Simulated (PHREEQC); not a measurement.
0.1 g of hydrous ferric oxide (600 m²/g; 0.2 weak and 0.005 strong sites per Fe, Dzombak-Morel constants, diffuse double layer) in 1 kg of water with 0.01 mol/kgw of an inert sodium salt and 3.3e-06 mol PbCl2, at 25 °C; the pH is set by adding NaOH or the inert anion's acid. Oxygen alone is held at its pressure in air (log pO2 = -0.68). CO2 from the air is kept out. No solid was allowed to form.

The numbers come from PHREEQC with the ion-association model, wateq4f.dat.

| pH | Pb sorbed (%) | surface charge σ (C/m²) | surface potential ψ (mV) |
|---|---|---|---|
| 3 | 0.7 | 0.325 | 203 |
| 3.38 | 3.6 | 0.288 | 199 |
| 3.75 | 14.1 | 0.246 | 191 |
| 4.12 | 38.7 | 0.203 | 182 |
| 4.5 | 69.2 | 0.161 | 170 |
| 4.88 | 89.2 | 0.125 | 157 |
| 5.25 | ? | 0.095 | 143 |
| 5.62 | ? | 0.071 | 128 |
| 6 | 99.9 | 0.051 | 111 |
| 6.38 | 100.0 | 0.035 | 93 |
| 6.75 | 100.0 | ? | 75 |
| 7.12 | 100.0 | 0.015 | 56 |
| 7.5 | 100.0 | 0.009 | 35 |
| 7.88 | 100.0 | 0.003 | ? |
| 8.25 | 100.0 | ? | -6 |
| 8.62 | 100.0 | ? | -27 |
| 9 | 100.0 | -0.012 | -47 |

Problem. Some entries are withheld; supply them.

Solution. 
- 5.25, Pb sorbed (%): 97.1
- 5.62, Pb sorbed (%): 99.3
- 6.75, surface charge σ (C/m²): 0.024
- 7.88, surface potential ψ (mV): 14
- 8.25, surface charge σ (C/m²): -0.001
- 8.62, surface charge σ (C/m²): -0.006

The oxide is taken as insoluble; below pH 4 it would dissolve.
